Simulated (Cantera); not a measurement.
A Cantera script and what it prints.

```python
import numpy as np
import cantera as ct

gas_names = [...]  # 109 gases of nasa_gas.yaml made of C, Cl, H, Si
cond_names = """
    C(gr) C6H6(L) C7H8(L) C8H18(L),n-octa Si(cr) Si(L) SiC(b)
""".split()


# ... load() reads the species with a 1 bar reference pressure and builds the phases ...
atoms = {
    'SiCl4': {'Si': 1, 'CL': 4},
    'HCl': {'H': 1, 'CL': 1},
    'H2': {'H': 2},
    'C2H4': {'C': 2, 'H': 4},
}
top_T = {'C(gr)': 4500, 'SiC(b)': 3050}  # K; cautious upper limits of use, not melting points


# ... equilibrate(T, P, feed) seeds the gas with the atoms and calls Mixture.equilibrate('TP', solver="vcs", rtol=1e-11, max_steps=5000) ...
results = []
feed = {'SiCl4': 1, 'HCl': 0.042, 'H2': 15, 'C2H4': 1.2}  # mol
P = 1000  # Pa
for T in [948, 1023, 1098, 1173, 1248, 1323, 1398, 1473, 1548, 1623, 1698, 1773]:
    mix = equilibrate(T, P, feed)
    results.append((T, P, feed, dict(zip(mix.species_names, mix.species_moles))))

top = {s: max(r[3][s] / sum(r[3][g] for g in gas_names) for r in results) for s in gas_names}
cols = sorted((s for s in top if top[s] > 1e-06), key=lambda s: -top[s])[:5]
seen = [c for c in cond_names if any(r[3].get(c, 0) > 1e-12 for r in results)]
print("log10 of partial pressures in bar; condensed amounts in mol")
print(f"{'T/K':>10s}" + "".join(f"{s[:9]:>10s}" for s in cols + seen))
for T, P, feed, n in results:
    ng = sum(n[g] for g in gas_names)
    print(f"{T:10.4g}" + "".join(f"{np.log10(max(n[s] / ng * P / 1e5, 1e-99)):10.3f}" for s in cols)
          + "".join(f"{n.get(c, 0):10.4g}" for c in seen))
```

Output:

```
log10 of partial pressures in bar; condensed amounts in mol
       T/K        H2       HCL     SiCL4     SiCL2         H     C(gr)    SiC(b)
       948    -2.069    -2.913    -3.655    -7.194   -10.315     1.811    0.5656
      1023    -2.084    -2.785    -3.955    -6.558    -9.425     1.615     0.775
      1098    -2.095    -2.718    -4.394    -6.103    -8.654     1.483    0.9127
      1173    -2.099    -2.694    -4.920    -5.778    -7.978     1.429    0.9685
      1248    -2.100    -2.687    -5.443    -5.525    -7.381     1.415    0.9839
      1323    -2.101    -2.686    -5.925    -5.312    -6.850     1.413    0.9857
      1398    -2.101    -2.686    -6.361    -5.126    -6.375     1.417    0.9827
      1473    -2.101    -2.687    -6.755    -4.961    -5.948     1.423    0.9768
      1548    -2.100    -2.689    -7.112    -4.814    -5.562     1.431    0.9687
      1623    -2.100    -2.692    -7.439    -4.684    -5.211      1.44    0.9585
      1698    -2.100    -2.695    -7.740    -4.567    -4.890     1.451    0.9461
      1773    -2.101    -2.699    -8.019    -4.463    -4.596     1.464    0.9317
```

Cantera equilibrium calculation (NASA polynomials, part measured and part estimated; ideal gas, pure solids and liquids). The tables' values for SiCl3, SiCl are old estimates; treat these amounts as uncertain.
